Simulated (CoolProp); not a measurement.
A single-stage vapour-compression cycle with hydrogen sulfide: evaporating at 196.15 K (dew point), condensing at 242.15 K (bubble point), superheat 0 K, subcooling 5 K, compressor efficiency 0.6, no pressure losses. Each further row changes one setting.

Computed with CoolProp (reference Helmholtz-energy equation of state, Lemmon 2006). It is a short technical equation, of lower accuracy than the large ones.

| case | cooling COP | pressure ratio | discharge temperature (K) | refrigerating effect (kJ/kg) | volumetric capacity (kJ/m³) |
|---|---|---|---|---|---|
| as stated | 2.08 | 9.17 | 427.1 | 483 | 409 |
| evaporating temperature 201.15 K | 2.47 | 6.82 | 398.8 | … | … |
| condensing temperature 237.15 K | 2.39 | … | 402.3 | 493 | … |
| subcooling 10 K | 2.13 | 9.17 | 427.1 | 493 | 417 |
| superheat 10 K | 2.02 | 9.17 | … | 493 | 396 |
| compressor efficiency 0.5 | 1.74 | 9.17 | 470.1 | 483 | 409 |

### Question
Complete the blanks.

### Answer

- evaporating temperature 201.15 K, refrigerating effect (kJ/kg): 488
- evaporating temperature 201.15 K, volumetric capacity (kJ/m³): 543
- condensing temperature 237.15 K, pressure ratio: 7.55
- condensing temperature 237.15 K, volumetric capacity (kJ/m³): 418
- superheat 10 K, discharge temperature (K): 447.8
